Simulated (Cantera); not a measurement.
Charge: 1 mol Cu2O, 12 mol CO, 0.7 mol H2, at 1 atm.

Method: chemical equilibrium by Gibbs-energy minimisation in Cantera with the NASA 1993 tables (ideal gas, pure condensed phases). Candidate condensed phases: C, C6H6, C7H8, C8H18, Cu, CuO, Cu(OH)2, Cu2O, H2O; 113 gas species. The numbers say what is thermodynamically allowed, not how fast it happens.

### Question
At 2198 K, list the 4 most abundant gas species with their mole fractions, and the condensed phases.

### Answer
CO 0.861, CO2 0.0622, H2 0.0386, Cu 0.0225. Condensed: Cu(l).
